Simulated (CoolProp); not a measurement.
Vapour-liquid equilibrium of R143a (1) + R134a (2) at 230.9 K; x and y are mole fractions of (1).

Computed with CoolProp (multi-fluid Helmholtz-energy mixture model, Lemmon and Jacobsen 2000 and Tillner-Roth 1994; pair parameters Lemmon 2004).

```
x     bubble pressure, mixture model (bar)  bubble pressure, Raoult's law (bar)  y, mixture model  y, Raoult's law
----  ------------------------------------  -----------------------------------  ----------------  ---------------
0.05                                0.4947                               0.4955                 ?            0.129
0.15                                0.5758                               0.5777             0.324            0.331
0.25                                0.6573                               0.6599             0.475            0.484
0.35                                0.7392                               0.7420                 ?            0.602
0.45                                0.8213                               0.8242                 ?            0.697
0.55                                0.9034                               0.9064             0.767            0.774
0.65                                     ?                               0.9886             0.832            0.839
0.75                                 1.068                                1.071                 ?            0.894
0.85                                 1.151                                1.153             0.937            0.941
0.95                                 1.234                                1.235             0.980            0.982
```

Task: Complete the blanks.

Result: 
- 0.05, y, mixture model: 0.125
- 0.35, y, mixture model: 0.593
- 0.45, y, mixture model: 0.688
- 0.65, bubble pressure, mixture model (bar): 0.9858
- 0.75, y, mixture model: 0.889

The largest gap from Raoult's law is -0.4 % in bubble pressure, at x = 0.25. No azeotrope shows between x = 0.05 and 0.95.

The pair parameters rest on a limited set of measurements; away from them the model extrapolates.
